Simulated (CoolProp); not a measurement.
A single-stage vapour-compression cycle with ethane: evaporating at 232.15 K (dew point), condensing at 284.15 K (bubble point), superheat 5 K, subcooling 8 K, compressor efficiency 0.9, no pressure losses. Each further row changes one setting.

The numbers come from the reference Helmholtz-energy equation of state, Bücker 2006 in CoolProp.

```json
[
 {"case": "as stated", "cooling COP": "2.93", "pressure ratio": "4.10", "discharge temperature (K)": "318.3", "refrigerating effect (kJ/kg)": "287", "volumetric capacity (kJ/m³)": "3770"},
 {"case": "evaporating temperature 237.15 K", "cooling COP": "3.39", "pressure ratio": "3.49", "discharge temperature (K)": "314.9", "refrigerating effect (kJ/kg)": "291", "volumetric capacity (kJ/m³)": "4480"},
 {"case": "condensing temperature 279.15 K", "cooling COP": "3.40", "pressure ratio": "3.66", "discharge temperature (K)": "311.0", "refrigerating effect (kJ/kg)": "304", "volumetric capacity (kJ/m³)": "4000"},
 {"case": "subcooling 13 K", "cooling COP": "3.11", "pressure ratio": "4.10", "discharge temperature (K)": "318.3", "refrigerating effect (kJ/kg)": "305", "volumetric capacity (kJ/m³)": "4000"},
 {"case": "superheat 15 K", "cooling COP": "2.93", "pressure ratio": "4.10", "discharge temperature (K)": "328.5", "refrigerating effect (kJ/kg)": "305", "volumetric capacity (kJ/m³)": "3770"},
 {"case": "compressor efficiency 0.8", "cooling COP": "2.61", "pressure ratio": "4.10", "discharge temperature (K)": "323.4", "refrigerating effect (kJ/kg)": "287", "volumetric capacity (kJ/m³)": "3770"}
]
```
